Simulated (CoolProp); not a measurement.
Normal hydrogen along the isotherm 53.6 K: density (kg/m³) from the reference equation and from simpler models built on Tc = 33.1 K, pc = 12.96 bar, ω = -0.219; each cubic takes its own stable root.

The numbers come from the reference Helmholtz-energy equation of state, Leachman 2009 in CoolProp.

| p (bar) | phase | reference |
|---|---|---|
| 6.48 | gas | 3.059 |
| 13 | supercritical | 6.415 |
| 19.4 | supercritical | 10.00 |
| 25.9 | supercritical | 13.92 |
| 32.4 | supercritical | 18.06 |
| 38.9 | supercritical | 22.30 |
| 45.4 | supercritical | 26.47 |
| 51.9 | supercritical | 30.40 |
| 58.3 | supercritical | 33.92 |
| 64.8 | supercritical | 37.11 |

### Question
How far does each simpler model (ideal gas, van der Waals, Redlich-Kwong, Soave-Redlich-Kwong, Peng-Robinson) lie from the reference over these 10 states: mean and median of the absolute difference, and the worst?

### Answer
- ideal gas: mean 16.9 %, median 19.9 %, worst -22.8 % at 53.6 K and 51.9 bar
- van der Waals: mean 2.9 %, median 1.2 %, worst -9.4 % at 53.6 K and 64.8 bar
- Redlich-Kwong: mean 6.0 %, median 6.6 %, worst -10.1 % at 53.6 K and 64.8 bar
- Soave-Redlich-Kwong: mean 1.4 %, median 1.4 %, worst +2.4 % at 53.6 K and 32.4 bar
- Peng-Robinson: mean 7.2 %, median 8.4 %, worst +9.2 % at 53.6 K and 38.9 bar
